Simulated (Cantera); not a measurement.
Input: 1 mol CaO, a varied amount of HBr, 0.41 mol N2, equilibrated at 1098 K and 1.33 mbar.

Method: chemical equilibrium by Gibbs-energy minimisation in Cantera with the NASA 1993 tables (ideal gas, pure condensed phases). Candidate condensed phases: Br2, Ca, CaBr2, CaO, Ca(OH)2, H2O; 34 gas species. Equilibrium is a limit: real reactors are often held back by kinetics, nucleation or transport.

### Question
What share of the Ca ends up in condensed phases as a function of n(HBr) (mol), at 4.1, 6.3, 8.5, 11, 13, 15, 17, 20, 22, 24, 26, 29, 31?

### Answer
| n(HBr) (mol) | Ca condensed (%) | as |
|---|---|---|
| 4.1 | 98.2 | CaBr2(l) |
| 6.3 | 97.1 | CaBr2(l) |
| 8.5 | 96.0 | CaBr2(l) |
| 11 | 94.8 | CaBr2(l) |
| 13 | 93.8 | CaBr2(l) |
| 15 | 92.8 | CaBr2(l) |
| 17 | 91.8 | CaBr2(l) |
| 20 | 90.3 | CaBr2(l) |
| 22 | 89.2 | CaBr2(l) |
| 24 | 88.2 | CaBr2(l) |
| 26 | 87.2 | CaBr2(l) |
| 29 | 85.7 | CaBr2(l) |
| 31 | 84.7 | CaBr2(l) |
